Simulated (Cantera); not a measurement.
**Pyrogenic steam for wet oxidation**

An isothermal, constant-pressure homogeneous reactor starts with H₂ : O₂ : N₂ = 0.7 : 1 : 8.8 (molar parts), at 1150 K and 0.987 atm.

Computed with Cantera and the H2/O2 subset of GRI-Mech 3.0, which has no nitrogen chemistry. The temperature is held fixed by assumption; the heat of reaction is taken as removed at once.

```
t (s)         x H₂    x O₂       x H   x H₂O    x HO₂
--------  --------  ------  --------  ------  -------
0.000900  0.000213  0.0641   4.41e-6  0.0687  8.59e-6
0.00280    3.35e-5  0.0640   2.66e-7  0.0689  1.82e-6
0.00874    2.92e-6  0.0640   1.38e-8  0.0690  2.37e-7
0.0272     1.41e-7  0.0640  8.81e-10  0.0690  3.37e-8
0.0849     1.57e-8  0.0640  1.12e-10  0.0690  8.60e-9
0.264      4.38e-9  0.0640  1.95e-11  0.0690  3.40e-9
0.824      1.69e-9  0.0640  4.82e-12  0.0690  2.46e-9
2.57       1.20e-9  0.0640  2.68e-12  0.0690  2.54e-9
8.00       1.18e-9  0.0640  2.58e-12  0.0690  2.56e-9
```
x: mole fraction; the columns are a selection and need not sum to one.

Equilibrium at this temperature and pressure: H₂ 1.18e-9, O₂ 0.0640, H 2.58e-12, H₂O 0.0690, HO₂ 2.56e-9 (gas phase only).
